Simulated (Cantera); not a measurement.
# Ignition delay

Mixture: 4.23 % CH4, 20.1 % O2, 75.7 % N2, at 7500 Torr, adiabatic and at constant pressure. Ignition delay is the time to a rise of 400 K.

Model: GRI-Mech 3.0 (53 species, 325 reactions), integrated in Cantera.

```json
[
 {"T0 (K)": "1050", "delay (ms)": "28.8"},
 {"T0 (K)": "1100", "delay (ms)": "13.2"},
 {"T0 (K)": "1150", "delay (ms)": "6.46"},
 {"T0 (K)": "1200", "delay (ms)": "3.35"},
 {"T0 (K)": "1250", "delay (ms)": "1.82"},
 {"T0 (K)": "1300", "delay (ms)": "1.03"}
]
```

```json
{
  "apparent activation energy between 1200 and 1300 K": "150 kJ/mol"
}
```
